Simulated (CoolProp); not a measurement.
Vapour-liquid equilibrium of isobutane (1) + R245fa (2) at 369 K; x and y are mole fractions of (1).

Computed with CoolProp (multi-fluid Helmholtz-energy mixture model, Bücker 2006 and Akasaka 2015; pair parameters Bell 2016).

```json
[
 {"x": "0.05", "bubble pressure (MPa)": "1.326", "y at the bubble point": "0.139", "dew pressure at overall composition x (MPa)": "1.210", "liquid density (mol/L)": "8.173"},
 {"x": "0.125", "bubble pressure (MPa)": "1.538", "y at the bubble point": "0.276", "dew pressure at overall composition x (MPa)": "1.306", "liquid density (mol/L)": "8.003"},
 {"x": "0.2", "bubble pressure (MPa)": "1.700", "y at the bubble point": "0.367", "dew pressure at overall composition x (MPa)": "1.414", "liquid density (mol/L)": "7.835"},
 {"x": "0.275", "bubble pressure (MPa)": "1.824", "y at the bubble point": "0.433", "dew pressure at overall composition x (MPa)": "1.536", "liquid density (mol/L)": "7.672"},
 {"x": "0.35", "bubble pressure (MPa)": "1.918", "y at the bubble point": "0.486", "dew pressure at overall composition x (MPa)": "1.669", "liquid density (mol/L)": "7.521"},
 {"x": "0.425", "bubble pressure (MPa)": "1.990", "y at the bubble point": "0.532", "dew pressure at overall composition x (MPa)": "1.808", "liquid density (mol/L)": "7.386"},
 {"x": "0.5", "bubble pressure (MPa)": "2.043", "y at the bubble point": "0.576", "dew pressure at overall composition x (MPa)": "1.941", "liquid density (mol/L)": "7.278"},
 {"x": "0.575", "bubble pressure (MPa)": "2.080", "y at the bubble point": "0.619", "dew pressure at overall composition x (MPa)": "2.043", "liquid density (mol/L)": "7.203"},
 {"x": "0.65", "bubble pressure (MPa)": "2.099", "y at the bubble point": "0.664", "dew pressure at overall composition x (MPa)": "2.096", "liquid density (mol/L)": "7.169"},
 {"x": "0.725", "bubble pressure (MPa)": "2.099", "y at the bubble point": "0.713", "dew pressure at overall composition x (MPa)": "2.096", "liquid density (mol/L)": "7.180"},
 {"x": "0.8", "bubble pressure (MPa)": "2.076", "y at the bubble point": "0.770", "dew pressure at overall composition x (MPa)": "2.055", "liquid density (mol/L)": "7.235"},
 {"x": "0.875", "bubble pressure (MPa)": "2.022", "y at the bubble point": "0.838", "dew pressure at overall composition x (MPa)": "1.985", "liquid density (mol/L)": "7.329"},
 {"x": "0.95", "bubble pressure (MPa)": "1.928", "y at the bubble point": "0.925", "dew pressure at overall composition x (MPa)": "1.899", "liquid density (mol/L)": "7.454"}
]
```

y crosses x between x = 0.65 and 0.725: the model has an azeotrope there.

The pair parameters rest on a limited set of measurements; away from them the model extrapolates.
